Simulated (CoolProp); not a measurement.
n-heptane at several states: Z from the reference equation and from simpler models built on Tc = 541.2 K, pc = 2.774 MPa, ω = 0.349; each cubic takes its own stable root.

The numbers come from the reference Helmholtz-energy equation of state, Span 2003 in CoolProp. It is a short technical equation, of lower accuracy than the large ones.

| T (K) | p (MPa) | phase | reference | van der Waals | Redlich-Kwong | Peng-Robinson |
|---|---|---|---|---|---|---|
| 564.2 | 0.386 | gas | 0.9568 | 0.9615 | 0.9569 | 0.9531 |
| 384 | 1.53 | liquid | 0.07938 | 0.1352 | 0.09384 | 0.07870 |
| 207.2 | 0.215 | liquid | 0.01656 | 0.02909 | 0.01952 | 0.01710 |
| 267.2 | 0.612 | liquid | 0.03910 | 0.06773 | 0.04567 | 0.03943 |
| 344.2 | 1.23 | liquid | 0.06717 | 0.1149 | 0.07870 | 0.06663 |
